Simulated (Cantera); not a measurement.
A freely propagating, adiabatic, planar premixed flame of H2 : O2 : N2 = 1 : 0.278 : 1.04 (molar parts), equivalence ratio 1.8, unburnt at 550 K and 1.01 bar; mixture-averaged transport, grid criteria slope 0.08 and curve 0.16, no radiation.

Model: the H2/O2 subset of GRI-Mech 3.0, which has no nitrogen chemistry, integrated in Cantera. Burning velocities carry a grid error of a few per cent, more on coarse grids.

What does this change do: inlet temperature 550 to 323 K?


```csv
quantity,before,after
laminar burning velocity,790 cm/s,348 cm/s
thermal thickness,0.427 mm,0.328 mm
peak x(OH),0.00699,0.00475
peak x(H2O2),1.55e-5,0.000106
peak x(HO2),0.000306,0.000486
peak x(H),0.0926,0.0747
```

What does this change do: O2 0.278 to 0.22 parts?


```json
[
 {"quantity": "laminar burning velocity", "before": "790 cm/s", "after": "634 cm/s"},
 {"quantity": "thermal thickness", "before": "0.427 mm", "after": "0.447 mm"},
 {"quantity": "peak x(OH)", "before": "0.00699", "after": "0.00225"},
 {"quantity": "peak x(H2O2)", "before": "1.55e-5", "after": "1.23e-5"},
 {"quantity": "peak x(HO2)", "before": "0.000306", "after": "0.000253"},
 {"quantity": "peak x(H)", "before": "0.0926", "after": "0.0709"}
]
```
